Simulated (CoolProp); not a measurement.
Vapour-liquid equilibrium of propylene (1) + R114 (2) at 10.2 bar; x and y are mole fractions of (1).

The numbers come from the multi-fluid Helmholtz-energy mixture model, Lemmon 2013 and Platzer 1990; pair parameters Bell 2016 in CoolProp. This equation is an older, rougher fit; its heat capacities, sound speeds and derivatives of the liquid may be far off and weren't checked against measurements.

Give the bubble temperature and the first vapour's composition at x = 0.35, 0.75, 0.95. Is there an azeotrope?

x = 0.35: 320.5 K, y = 0.677; x = 0.75: 301.0 K, y = 0.905; x = 0.95: 294.7 K, y = 0.980. No azeotrope shows between x = 0.05 and 0.95.

Pair parameters are fitted to limited data, so mixtures are less certain than the pure fluids.
